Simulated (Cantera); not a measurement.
An isothermal, constant-pressure homogeneous reactor starts with CO : O2 : H2O : N2 : H2 = 0.012 : 0.0021 : 0.00028 : 1 : 0.071 (molar parts), at 1400 K and 93000 Pa.

Model: GRI-Mech 3.0 (53 species, 325 reactions), integrated in Cantera.

x: mole fraction; the columns are a selection and need not sum to one.

| t (s) | x CO | x O2 | x H2O | x NO2 | x N2O | x NO | x O |
|---|---|---|---|---|---|---|---|
| 6.00e-5 | 0.0111 | 0.00193 | 0.000258 | <1e-12 | <1e-12 | <1e-12 | 2.63e-10 |
| 0.000309 | 0.0111 | 0.00193 | 0.000259 | <1e-12 | 2.08e-12 | <1e-12 | [?] |
| 0.00160 | 0.0109 | 4.08e-7 | 0.00400 | <1e-12 | 1.91e-11 | 6.11e-9 | [?] |
| 0.00823 | 0.0108 | 4.32e-10 | 0.00388 | <1e-12 | 3.92e-12 | 7.58e-9 | [?] |
| 0.0424 | 0.0108 | 1.87e-11 | 0.00384 | <1e-12 | <1e-12 | 5.12e-9 | 5.95e-10 |
| 0.219 | 0.0108 | <1e-12 | 0.00383 | <1e-12 | <1e-12 | 1.39e-9 | 2.26e-11 |
| 1.13 | 0.0108 | <1e-12 | 0.00383 | <1e-12 | <1e-12 | 2.06e-10 | <1e-12 |
| 5.82 | 0.0108 | <1e-12 | 0.00383 | <1e-12 | <1e-12 | 1.71e-11 | <1e-12 |
| 30.0 | 0.0108 | <1e-12 | 0.00383 | <1e-12 | <1e-12 | <1e-12 | <1e-12 |

Task: Fill in the missing entries.

Result: 
- 0.000309, x O: 1.43e-8
- 0.00160, x O: 1.69e-7
- 0.00823, x O: 1.37e-8
